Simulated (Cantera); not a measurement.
A freely propagating, adiabatic, planar premixed flame of H₂ : O₂ : N₂ = 1 : 0.227 : 0.864 (molar parts), unburnt at 648 K and 3080 Torr; mixture-averaged transport, grid criteria slope 0.08 and curve 0.16, no radiation.

Detailed kinetics in Cantera: the H2/O2 subset of GRI-Mech 3.0, which has no nitrogen chemistry. The hydrogen kinetics of GRI-Mech 3.0 are dated; newer H2 mechanisms differ, most at raised pressure. Burning velocities carry a grid error of a few per cent, more on coarse grids.

Problem. What does this change do: 0.091 parts H2O added?

Solution. 
```csv
quantity,before,after
laminar burning velocity,1040 cm/s,936 cm/s
thermal thickness,0.0774 mm,0.0744 mm
peak x(O),0.00253,0.00203
peak x(H),0.0632,0.0525
peak x(H₂O₂),2.70e-5,3.61e-5
peak x(HO₂),0.000650,0.000764
```
